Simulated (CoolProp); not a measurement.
Vapour-liquid equilibrium of R134a (1) + R1234ze(E) (2) at 0.139 MPa; x and y are mole fractions of (1).

Model: multi-fluid Helmholtz-energy mixture model, Tillner-Roth 1994 and Thol 2016; pair parameters Bell 2022, in CoolProp.

```
x      bubble temperature, mixture model (K)  bubble temperature, Raoult's law (K)  y, mixture model  y, Raoult's law
-----  -------------------------------------  ------------------------------------  ----------------  ---------------
0.05                                   260.9                                 261.3             0.078            0.067
0.125                                  259.9                                 260.6             0.182            0.163
0.2                                    259.0                                 260.0             0.273            0.254
0.275                                  258.2                                 259.4             0.355            0.341
0.35                                   257.6                                 258.8             0.431            0.424
0.425                                  257.0                                 258.2             0.502            0.502
0.5                                    256.5                                 257.6             0.570            0.577
0.575                                  256.0                                 257.1             0.636            0.649
0.65                                   255.6                                 256.6             0.700            0.717
0.725                                  255.3                                 256.0             0.764            0.783
0.8                                    254.9                                 255.5             0.828            0.845
0.875                                  254.6                                 255.0             0.892            0.905
0.95                                   254.4                                 254.5             0.956            0.963
```

The largest gap from Raoult's law is -1.2 K in bubble temperature, at x = 0.35. No azeotrope shows between x = 0.05 and 0.95.

Pair parameters are fitted to limited data, so mixtures are less certain than the pure fluids.
